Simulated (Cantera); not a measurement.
What does this Cantera script print?

```python
import numpy as np
import cantera as ct

gas_names = """
    H HO2 H2 H2O H2O2 O OH O2 O3 Ti TiO TiO2
""".split()
cond_names = """
    H2O(s) H2O(L) Ti(a) Ti(b) Ti(L) TiO(a) TiO(b) TiO(L) TiO2(ru) TiO2(L) Ti2O3(a) Ti2O3(b) Ti2O3(L)
    Ti3O5(a) Ti3O5(b) Ti3O5(L) Ti4O7(s) Ti4O7(L)
""".split()


def load(file, names, dense=False):
    # The tables refer to 1 bar. Condensed volumes are neglected.
    table = {s.name: s for s in ct.Species.list_from_file(file)}
    out = []
    for n in names:
        d = dict(table[n].input_data)
        d["thermo"] = dict(d["thermo"], **{"reference-pressure": 1e5})
        if dense:
            d["equation-of-state"] = {"model": "constant-volume", "density": "1e6 g/cm^3"}
        out.append(ct.Species.from_dict(d))
    return out


gas = ct.Solution(thermo="ideal-gas", species=load("nasa_gas.yaml", gas_names))
cond = {s.name: ct.Solution(thermo="fixed-stoichiometry", species=[s], name=s.name)
        for s in load("nasa_condensed.yaml", cond_names, dense=True)}
atoms = {
    'TiO2': {'Ti': 1, 'O': 2},
    'H2': {'H': 2},
}
top_T = {}  # K; cautious upper limits of use, not melting points


def equilibrate(T, P, feed):
    n = {}
    for name, mol in feed.items():
        for a, k in atoms[name].items():
            n[a] = n.get(a, 0.0) + k * mol
    gas.TPX = T, P, n
    mass = sum(n.values()) * gas.mean_molecular_weight
    gas.equilibrate("TP")
    valid = [c for c in cond.values() if c.min_temp <= T <= top_T.get(c.name, c.max_temp)]
    mix = ct.Mixture([(gas, mass / gas.mean_molecular_weight)] + [(c, 0.0) for c in valid])
    mix.T, mix.P = T, P
    mix.equilibrate("TP", solver="vcs", rtol=1e-11, max_steps=5000)
    return mix


results = []
feed = {'TiO2': 1, 'H2': 29}  # mol
P = 101325  # Pa
for T in [1200, 1300, 1400, 1500, 1600, 1700, 1800, 1900, 2000, 2100, 2200, 2300]:
    mix = equilibrate(T, P, feed)
    results.append((T, P, feed, dict(zip(mix.species_names, mix.species_moles))))

top = {s: max(r[3][s] / sum(r[3][g] for g in gas_names) for r in results) for s in gas_names}
cols = sorted((s for s in top if top[s] > 0.0001), key=lambda s: -top[s])[:8]
seen = [c for c in cond_names if any(r[3].get(c, 0) > 1e-12 for r in results)]
print("log10 of partial pressures in bar; condensed amounts in mol")
print(f"{'T/K':>10s}" + "".join(f"{s[:9]:>10s}" for s in cols + seen))
for T, P, feed, n in results:
    ng = sum(n[g] for g in gas_names)
    print(f"{T:10.4g}" + "".join(f"{np.log10(max(n[s] / ng * P / 1e5, 1e-99)):10.3f}" for s in cols)
          + "".join(f"{n.get(c, 0):10.4g}" for c in seen))
```

Output:

```
log10 of partial pressures in bar; condensed amounts in mol
       T/K        H2       H2O         H  TiO2(ru)  Ti3O5(b)  Ti3O5(L)  Ti4O7(s)
      1200     0.005    -2.968    -6.702    0.8768         0         0   0.03079
      1300     0.004    -2.519    -5.954    0.6538         0         0   0.08656
      1400     0.003    -2.133    -5.312    0.1563         0         0    0.2109
      1500     0.002    -2.059    -4.753         0         0         0      0.25
      1600     0.002    -2.012    -4.264         0    0.1126         0    0.1655
      1700     0.001    -1.934    -3.831         0    0.3333         0         0
      1800     0.001    -1.934    -3.446         0    0.3333         0         0
      1900     0.000    -1.934    -3.100         0    0.3333         0         0
      2000    -0.000    -1.934    -2.789         0    0.3333         0         0
      2100    -0.001    -1.935    -2.507         0         0    0.3333         0
      2200    -0.002    -1.935    -2.250         0         0    0.3333         0
      2300    -0.003    -1.936    -2.016         0         0    0.3332         0
```

These are equilibrium values from Cantera (NASA tables, ideal gas, pure condensed phases), not measurements of a reactor. Mutual solubility and eutectic melting of coexisting phases are not modelled. Condensed phases not in the tables: Magnéli phases beyond Ti4O7.
